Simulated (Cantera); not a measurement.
A perfectly stirred reactor is fed with H2 : O2 = 0.15 : 1 (molar parts), equivalence ratio 0.075, at 0.0267 bar; it is held at 1000 K, and followed from long to short residence time.

Detailed kinetics in Cantera: the H2/O2 subset of GRI-Mech 3.0, which has no nitrogen chemistry. Radical loss at walls, strong at low pressure, is not modelled. The temperature is held fixed by assumption; the heat of reaction is taken as removed at once.

x: mole fraction; the columns are a selection and need not sum to one.

| τ (s) | x H2 | x O2 | x O | x H2O | x H2O2 |
|---|---|---|---|---|---|
| 1.6 | 0.000593 | 0.860 | 0.000418 | 0.139 | [?] |
| 0.59 | 0.00107 | 0.860 | 0.000780 | 0.138 | [?] |
| 0.21 | 0.00193 | 0.859 | 0.00145 | 0.137 | [?] |
| 0.076 | 0.00340 | 0.857 | 0.00261 | 0.135 | [?] |
| 0.028 | 0.00588 | 0.855 | 0.00453 | 0.131 | [?] |
| 0.010 | 0.0103 | 0.851 | 0.00766 | 0.123 | 9.18e-7 |
| 0.0036 | 0.0181 | 0.844 | 0.0120 | 0.110 | 9.43e-7 |
| 0.0013 | 0.0320 | 0.837 | 0.0158 | 0.0877 | 9.09e-7 |
| 0.00047 | 0.0584 | 0.838 | 0.0150 | 0.0577 | [?] |
| 0.00017 | 0.105 | 0.856 | 0.00656 | 0.0191 | [?] |

Task: Fill in the missing entries.

Result: 
- 1.6, x H2O2: 4.09e-7
- 0.59, x H2O2: 5.03e-7
- 0.21, x H2O2: 6.11e-7
- 0.076, x H2O2: 7.25e-7
- 0.028, x H2O2: 8.34e-7
- 0.00047, x H2O2: 8.10e-7
- 0.00017, x H2O2: 3.67e-7
